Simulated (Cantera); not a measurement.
A Cantera script and what it prints.

```python
import numpy as np
import cantera as ct

gas_names = """
    CH4 C2H4 H2
""".split()
cond_names = """

""".split()


# ... load() reads the species with a 1 bar reference pressure and builds the phases ...
species = {s.name: s for s in load("nasa_gas.yaml", gas_names) + load("nasa_condensed.yaml", cond_names)}
# Each term lists the table entries of one substance; the one whose range holds T is used.
reactions = {
    '2 CH4(g) = C2H4(g) + 2 H2(g)':
        [(-2, ['CH4']), (1, ['C2H4']), (2, ['H2'])],
}


def pick(names, T):
    return next(species[n] for n in names if species[n].thermo.min_temp <= T <= species[n].thermo.max_temp)


results = []
for label, terms in reactions.items():
    print(label)
    print("     T/K   dH/kJ  dS/(J/K)   dG/kJ   log10 K")
    for T in [798, 823, 848, 873, 898, 923]:
        used = [(nu, pick(names, T)) for nu, names in terms]
        dH = sum(nu * s.thermo.h(T) for nu, s in used) / 1e6
        dS = sum(nu * s.thermo.s(T) for nu, s in used) / 1e3
        dG = dH - T * dS / 1e3
        logK = -dG * 1e6 / (ct.gas_constant * T * np.log(10))
        results.append((label, T, dH, dS, dG, logK, [s.name for _, s in used]))
        print(f"{T:8g} {dH:8.1f} {dS:8.1f} {dG:8.1f} {logK:8.2f}")
```

Result:

```
2 CH4(g) = C2H4(g) + 2 H2(g)
     T/K   dH/kJ  dS/(J/K)   dG/kJ   log10 K
     798    214.2    133.7    107.5    -7.04
     823    214.5    134.1    104.1    -6.61
     848    214.9    134.5    100.8    -6.21
     873    215.2    134.9     97.4    -5.83
     898    215.5    135.2     94.0    -5.47
     923    215.7    135.5     90.6    -5.13
```

Source: NASA polynomial tables (part measured, part estimated), evaluated in Cantera. Condensed species are held in their standard states even where they would react or evaporate.
